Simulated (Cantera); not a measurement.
Cantera with NASA thermochemical tables; ideal gases at 1 bar, condensed phases pure. Values are per mole of reaction as written; species without (g) are pure solids or liquids, kept so even where they would boil at 1 bar.

Ti₂O₃ + TiO₂ → Ti₃O₅, with ΔH° = 6.4 kJ and ΔS° = 1.5 J/K at 300 K.

Question: How far is the shortcut ΔG° ≈ ΔH°(300 K) − T·ΔS°(300 K) from the full temperature-dependent value at 550, 700, 850, 1000, 1150, 1300, 1450, 1600, 1750, 1900, 2050 K?

Answer: 
| T (K) | shortcut (kJ) | full (kJ) | difference (kJ) | difference in log10 K |
|---|---|---|---|---|
| 550 | 5.5 | 2.7 | 2.9 | -0.27 |
| 700 | 5.3 | -1.0 | 6.3 | -0.47 |
| 850 | 5.1 | -4.2 | 9.2 | -0.57 |
| 1000 | 4.9 | -6.9 | 11.7 | -0.61 |
| 1150 | 4.6 | -9.3 | 13.9 | -0.63 |
| 1300 | 4.4 | -11.6 | 16.0 | -0.64 |
| 1450 | 4.2 | -13.9 | 18.0 | -0.65 |
| 1600 | 3.9 | -16.2 | 20.1 | -0.66 |
| 1750 | 3.7 | -18.7 | 22.4 | -0.67 |
| 1900 | 3.5 | -21.4 | 24.9 | -0.68 |
| 2050 | 3.2 | -24.3 | 27.6 | -0.70 |
The shortcut ignores the heat-capacity change of the reaction.
